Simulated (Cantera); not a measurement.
A closed system holds: 1 mol PbCl2, a varied amount of N2, at 1848.15 K and 0.0133 bar.

These are equilibrium values from Cantera (NASA tables, ideal gas, pure condensed phases), not measurements of a reactor. Candidate condensed phases: Pb, PbCl2; 9 gas species. Equilibrium is a limit: real reactors are often held back by kinetics, nucleation or transport.

log p: log10 of the partial pressure in bar; nothing condenses.

| n(N2) (mol) | log p N2 | log p Cl | log p PbCl | log p Pb | log p PbCl2 |
|---|---|---|---|---|---|
| 46 | -1.89 | -3.54 | -3.78 | -4.22 | [?] |
| 68 | -1.89 | -3.66 | -3.95 | -4.27 | [?] |
| 89 | -1.89 | -3.75 | -4.08 | -4.32 | [?] |
| 110 | -1.88 | -3.82 | -4.19 | -4.36 | [?] |
| 130 | -1.88 | -3.87 | -4.28 | -4.39 | [?] |
| 150 | -1.88 | -3.92 | -4.36 | -4.42 | [?] |
| 180 | -1.88 | -3.98 | -4.46 | -4.46 | [?] |
| 200 | -1.88 | -4.02 | -4.52 | -4.48 | [?] |
| 220 | -1.88 | -4.05 | -4.58 | -4.51 | [?] |
| 240 | -1.88 | -4.08 | -4.63 | -4.53 | [?] |
| 260 | -1.88 | -4.11 | -4.68 | -4.55 | [?] |

### Question
What belongs in the gaps?

### Answer

- 46, log p PbCl2: -4.30
- 68, log p PbCl2: -4.60
- 89, log p PbCl2: -4.81
- 110, log p PbCl2: -4.99
- 130, log p PbCl2: -5.13
- 150, log p PbCl2: -5.26
- 180, log p PbCl2: -5.42
- 200, log p PbCl2: -5.52
- 220, log p PbCl2: -5.61
- 240, log p PbCl2: -5.69
- 260, log p PbCl2: -5.77
